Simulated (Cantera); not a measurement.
Moist CO burnout

An isothermal, constant-pressure homogeneous reactor starts with 1.06 % CO, 0.462 % O₂, 2.31 % H₂O, 96.2 % N₂, at 1373 K and 500000 Pa.

Model: GRI-Mech 3.0 (53 species, 325 reactions), integrated in Cantera.

```
t (s)         x CO      x O₂   x H₂O      x H₂     x NO       x H
--------  --------  --------  ------  --------  -------  --------
0.000200    0.0106   0.00461  0.0231   1.38e-6   <1e-12   7.19e-7
0.000511   0.00776   0.00341  0.0224  0.000505  8.65e-8  0.000223
0.00131    0.00208  0.000677  0.0224  0.000628  5.75e-7  0.000139
0.00334   0.000884   9.08e-5  0.0225  0.000644  6.88e-7   4.90e-5
0.00855   0.000691   1.09e-5  0.0225  0.000682  7.05e-7   1.45e-5
0.0219    0.000658   1.67e-6  0.0225  0.000698  7.07e-7   4.22e-6
0.0559    0.000650   3.51e-7  0.0225  0.000704  7.04e-7   1.35e-6
0.143     0.000648   9.19e-8  0.0225  0.000706  7.00e-7   4.67e-7
0.366     0.000647   2.72e-8  0.0225  0.000706  6.96e-7   1.73e-7
0.935     0.000647   8.14e-9  0.0225  0.000707  6.91e-7   7.28e-8
2.39      0.000646   1.76e-9  0.0225  0.000707  6.85e-7   4.46e-8
6.12      0.000646  9.65e-11  0.0225  0.000707  6.72e-7   4.10e-8
15.6      0.000646  1.89e-11  0.0225  0.000707  6.42e-7   4.09e-8
40.0      0.000646  1.88e-11  0.0225  0.000707  5.75e-7   4.07e-8
```
x: mole fraction; the columns are a selection and need not sum to one.

Equilibrium at this temperature and pressure: CO 0.000646, O₂ 1.80e-11, H₂O 0.0225, H₂ 0.000707, NO 6.40e-9, H 3.99e-8 (gas phase only).
